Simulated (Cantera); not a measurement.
## Calcination and drying: CaCO3 + H2 + CO2 + C

Feed: 1 mol CaCO3, 0.78 mol H2, 0.046 mol CO2, 0.16 mol C, equilibrated at 43.0 Pa.

Method: chemical equilibrium by Gibbs-energy minimisation in Cantera with the NASA 1993 tables (ideal gas, pure condensed phases). Candidate condensed phases: C, C6H6, C7H8, C8H18, Ca, CaCO3, CaO, Ca(OH)2, H2O; 115 gas species. Equilibrium is a limit: real reactors are often held back by kinetics, nucleation or transport.

| T (K) | x H2 | x CO | x CO2 | x H2O | x H | x OH | x O | n CaCO3(calcite) | n CaO(s) |
|---|---|---|---|---|---|---|---|---|---|
| 750 | 0.550 | 0.283 | 0.127 | 0.0405 | 1.13e-11 | <1e-12 | <1e-12 | 0.665 | 0.335 |
| 850 | 0.281 | 0.273 | 0.334 | 0.112 | 5.23e-10 | <1e-12 | <1e-12 | 0 | 1.00 |
| 950 | 0.251 | 0.302 | 0.305 | 0.141 | 1.35e-8 | 1.11e-11 | <1e-12 | 0 | 1.00 |
| 1050 | 0.227 | 0.327 | 0.281 | 0.166 | 1.86e-7 | 4.34e-10 | <1e-12 | 0 | 1.00 |
| 1150 | 0.207 | 0.347 | 0.261 | 0.185 | 1.64e-6 | 8.86e-9 | <1e-12 | 0 | 1.00 |
| 1250 | 0.191 | 0.363 | 0.245 | 0.202 | 1.02e-5 | 1.11e-7 | 5.86e-12 | 0 | 1.00 |
| 1350 | 0.178 | 0.376 | 0.231 | 0.215 | 4.85e-5 | 9.51e-7 | 2.42e-10 | 0 | 1.00 |
| 1450 | 0.167 | 0.387 | 0.220 | 0.226 | 0.000186 | 6.05e-6 | 5.99e-9 | 0 | 1.00 |
| 1550 | 0.157 | 0.396 | 0.211 | 0.235 | 0.000603 | 3.02e-5 | 9.81e-8 | 0 | 1.000 |
| 1650 | 0.149 | 0.403 | 0.203 | 0.242 | 0.00169 | 0.000124 | 1.15e-6 | 0 | 1.000 |
| 1750 | 0.142 | 0.409 | 0.197 | 0.248 | 0.00422 | 0.000432 | 1.01e-5 | 0 | 1.000 |
| 1850 | 0.134 | 0.412 | 0.191 | 0.251 | 0.00953 | 0.00131 | 7.09e-5 | 0 | 1.000 |
| 1950 | 0.126 | 0.414 | 0.186 | 0.250 | 0.0196 | 0.00353 | 0.000407 | 0 | 1.000 |
| 2050 | 0.117 | 0.412 | 0.179 | 0.242 | 0.0375 | 0.00845 | 0.00195 | 0 | 0.999 |
x: gas mole fraction; n: condensed amount in mol.

At 750 K the condensed part is CaCO3(calcite) + CaO(s). From 850 K to 2050 K the condensed part is CaO(s).
